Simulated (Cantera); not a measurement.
An adiabatic, constant-pressure homogeneous reactor starts with 19.9 % H2, 6.57 % O2, 73.5 % N2, at 1123 K and 5.80 bar.

Computed with Cantera and the H2/O2 subset of GRI-Mech 3.0, which has no nitrogen chemistry. The hydrogen kinetics of GRI-Mech 3.0 are dated; newer H2 mechanisms differ, most at raised pressure.

One state of this run: T (K) = 2075; x H2 = 0.0724; x O2 = 1.64e-7; x H2O2 = 3.24e-10; x OH = 6.64e-5; x H2O = 0.141. x: mole fraction; the columns are a selection and need not sum to one.

Question: Which value of t (s) does it belong to?
(A) 0.000235
(B) 9.80e-6
(C) 0.300
(D) 0.000106

Answer: C, 0.300
